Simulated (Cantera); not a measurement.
## Counterflow diffusion flame

A counterflow diffusion flame at 1.00 bar, nozzles 20 mm apart: fuel side 72.5 % CH4, 27.5 % CO at 575 K, oxidiser side 18.0 % O2, 82.0 % N2 at 650 K, fuel mass flux 0.8 times the oxidiser's; mixture-averaged transport, no radiation.

Cantera simulation using GRI-Mech 3.0 (53 species, 325 reactions); the numbers are that mechanism's predictions, not measurements. GRI-Mech 3.0 has no aromatics or soot, which form on the fuel side of real flames. The maximum strain rate includes the flame's own expansion and is several times the mean. A flux with no burning solution from the previous one only brackets extinction.

```tsv
oxidiser flux (kg/m²/s)	max strain (1/s)	mean strain (1/s)	T max (K)	peak x OH	peak x H	peak x NO	peak x CO	peak x C2H2
0.25	186	48.2	2072	0.00667	0.00393	0.000239	0.275	0.0109
0.39	279	75.2	2052	0.00661	0.00418	0.000212	0.275	0.00984
0.59	410	114	2035	0.00654	0.00441	0.000184	0.275	0.00902
0.92	623	178	2012	0.00635	0.00460	0.000147	0.275	0.00804
1.4	926	270	1984	0.00601	0.00467	0.000109	0.275	0.00696
2.2	1420	424	1941	0.00539	0.00450	6.67e-5	0.275	0.00542
3.4	2130	656	1863	0.00417	0.00365	2.51e-5	0.275	0.00307
```
x: mole fraction; the columns are a selection and need not sum to one.

At the next flux tried, 5.2 kg/m²/s, no burning solution was found from the previous one.
